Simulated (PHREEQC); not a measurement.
Solution (50 °C): 0.15 mol NaH2PO4 per kg of water. Closed to the air; pH follows from the charge balance.

All values are PHREEQC results (ion-association model, wateq4f.dat), not measurements.

This is a speciation only: nothing precipitates in the calculation.

### Question
Predict the pH.

### Answer
pH 4.45.

Species that the database lacks are ignored. H3PO4, which wateq4f.dat lacks, is added to it with the constant of phreeqc.dat. At this temperature some constants are extrapolated from 25 °C, and those without enthalpy data are left unchanged.
